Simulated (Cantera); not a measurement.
A Cantera script and what it prints.

```python
import numpy as np
import cantera as ct

gas_names = """
    CL CL2 H HCL H2 N NH NH2 NH3 N2 N2H2 N2H4 Si SiCL SiCL2 SiCL3 SiCL4 SiH SiHCL3 SiH2 SiH2CL2 SiH3
    SiH3CL SiH4 SiN Si2 Si2N Si3
""".split()
cond_names = """
    NH4CL(a) NH4CL(b) Si(cr) Si(L) Si3N4(a)
""".split()


# ... load() reads the species with a 1 bar reference pressure and builds the phases ...
atoms = {
    'SiH2Cl2': {'Si': 1, 'H': 2, 'CL': 2},
    'NH3': {'N': 1, 'H': 3},
}
top_T = {'Si3N4(a)': 2400}  # K; cautious upper limits of use, not melting points


# ... equilibrate(T, P, feed) seeds the gas with the atoms and calls Mixture.equilibrate('TP', solver="vcs", rtol=1e-11, max_steps=5000) ...
results = []
feed = {'SiH2Cl2': 1, 'NH3': 8.5}  # mol
P = 13332.2  # Pa
for T in [1548, 1648, 1748, 1848, 1948, 2048, 2148]:
    mix = equilibrate(T, P, feed)
    results.append((T, P, feed, dict(zip(mix.species_names, mix.species_moles))))

top = {s: max(r[3][s] / sum(r[3][g] for g in gas_names) for r in results) for s in gas_names}
cols = sorted((s for s in top if top[s] > 0.001), key=lambda s: -top[s])[:9]
seen = [c for c in cond_names if any(r[3].get(c, 0) > 1e-12 for r in results)]
print("log10 of partial pressures in bar; condensed amounts in mol")
print(f"{'T/K':>10s}" + "".join(f"{s[:9]:>10s}" for s in cols + seen))
for T, P, feed, n in results:
    ng = sum(n[g] for g in gas_names)
    print(f"{T:10.4g}" + "".join(f"{np.log10(max(n[s] / ng * P / 1e5, 1e-99)):10.3f}" for s in cols)
          + "".join(f"{n.get(c, 0):10.4g}" for c in seen))
```

It prints:

```
log10 of partial pressures in bar; condensed amounts in mol
       T/K        H2        N2       HCL     SiCL2         H        Si     Si(L)  Si3N4(a)
      1548    -1.032    -1.582    -1.852    -3.713    -5.028    -9.061         0    0.3233
      1648    -1.031    -1.579    -1.878    -3.239    -4.566    -7.654         0    0.3053
      1748    -1.030    -1.572    -1.931    -2.885    -4.156    -6.412         0    0.2714
      1848    -1.028    -1.564    -2.013    -2.644    -3.789    -5.309         0    0.2254
      1948    -1.038    -1.526    -2.037    -2.629    -3.466    -4.634    0.6516         0
      2048    -1.041    -1.527    -2.026    -2.656    -3.170    -4.122    0.6578         0
      2148    -1.044    -1.529    -2.019    -2.685    -2.902    -3.658    0.6432         0
```

These are equilibrium values from Cantera (NASA tables, ideal gas, pure condensed phases), not measurements of a reactor. The tables' values for SiCl, SiCl3, SiN are old estimates; treat these amounts as uncertain. Gases not in the tables: Si2H6 and higher silanes.
